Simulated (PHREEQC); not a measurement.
Make-up at 25 °C: 0.0035 mol Cu(NO3)2, 0.0023 mol H2SO4 and 0.2 mol FeCl3 per kg of water. Closed to the air; pH follows from the charge balance.

All values are PHREEQC results (ion-association model, phreeqc.dat), not measurements.

Each row changes one thing in this solution. This is a speciation only: nothing precipitates in the calculation.

```tsv
case	pH	ionic strength (mol/kgw)	Cl- (mol/kgw)	FeCl+2 (mol/kgw)	FeCl2+ (mol/kgw)	Fe+3 (mol/kgw)	SI of Fe(OH)3(a) (Fe(OH)3)	SI of Goethite (FeOOH)
as made	1.83	0.669	0.412	0.111	0.0376	0.0343	-1.99	+3.91
temperature from 25 to 20 °C	1.85	0.669	0.410	0.104	0.0418	0.0378	-1.86	+3.86
H2SO4 left out	1.87	(withheld)	0.412	0.110	0.0374	0.0342	-1.86	+4.03
FeCl3 from 0.2 to 0.22 mol/kgw	1.83	0.718	0.446	0.123	0.0441	0.0355	-1.96	+3.93
H2SO4 from 0.0023 to 0.0115 mol/kgw	1.65	0.654	0.412	0.110	0.0377	0.0340	-2.51	+3.39
Cu(NO3)2 replaced by KNO3 at the same molality	1.83	0.663	0.412	0.111	0.0377	0.0342	-1.99	+3.91
diluted 100-fold with water	2.80	0.00911	0.00595	4.64e-5	8.35e-7	0.000426	-0.21	(withheld)
```

What belongs in the gaps?


- H2SO4 left out, ionic strength (mol/kgw): 0.674
- diluted 100-fold with water, SI of Goethite (FeOOH): +5.68

The ionic strength passes 0.7 mol/kgw, the rough limit of the ion-association models, in FeCl3 from 0.2 to 0.22 mol/kgw. Some of these states are supersaturated (in Hematite (slow to form), Goethite (slow to form), Jarosite-K, for instance).
